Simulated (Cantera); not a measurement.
An isothermal plug-flow reactor at 475 K and 500000 Pa (inlet), inlet velocity 0.15 m/s, active area per volume 4900 1/m; feed 0.275 % H₂, 3.44 % O₂, 90.6 % N₂, 5.73 % H₂O, equivalence ratio 0.040.

Cantera simulation using Deutschmann's 1995 Pt surface mechanism with GRI-Mech 3.0 gas chemistry; the numbers are that mechanism's predictions, not measurements. Catalytic surfaces can have several steady states; this one follows from the mechanism file's or the stated starting coverage. Mass transfer to the wall is taken as infinitely fast.

x: gas mole fraction; θ: surface coverage.

```json
[
 {"z (m)": "5.6e-05", "x H₂": "0.000417", "x O₂": "0.0333", "x H₂O": "0.0597", "θ free Pt": "0.0178", "θ O*": "0.859", "θ OH*": "0.121"},
 {"z (m)": "0.00011", "x H₂": "0.000228", "x O₂": "0.0332", "x H₂O": "0.0599", "θ free Pt": "0.00975", "θ O*": "0.897", "θ OH*": "0.0920"},
 {"z (m)": "0.00021", "x H₂": "0.000124", "x O₂": "0.0331", "x H₂O": "0.0600", "θ free Pt": "0.00531", "θ O*": "0.925", "θ OH*": "0.0690"},
 {"z (m)": "0.0004", "x H₂": "6.64e-5", "x O₂": "0.0331", "x H₂O": "0.0601", "θ free Pt": "0.00284", "θ O*": "0.946", "θ OH*": "0.0511"},
 {"z (m)": "0.00078", "x H₂": "3.44e-5", "x O₂": "0.0331", "x H₂O": "0.0601", "θ free Pt": "0.00147", "θ O*": "0.961", "θ OH*": "0.0371"},
 {"z (m)": "0.0015", "x H₂": "…", "x O₂": "0.0331", "x H₂O": "0.0601", "θ free Pt": "…", "θ O*": "0.972", "θ OH*": "…"},
 {"z (m)": "0.0029", "x H₂": "…", "x O₂": "0.0331", "x H₂O": "0.0601", "θ free Pt": "…", "θ O*": "0.980", "θ OH*": "…"},
 {"z (m)": "0.0056", "x H₂": "4.83e-6", "x O₂": "0.0331", "x H₂O": "0.0601", "θ free Pt": "0.000208", "θ O*": "0.986", "θ OH*": "0.0141"}
]
```

Problem. Complete the blanks.

Solution. 
- 0.0015, x H₂: 1.80e-5
- 0.0015, θ free Pt: 0.000771
- 0.0015, θ OH*: 0.0270
- 0.0029, x H₂: 9.32e-6
- 0.0029, θ free Pt: 0.000400
- 0.0029, θ OH*: 0.0195
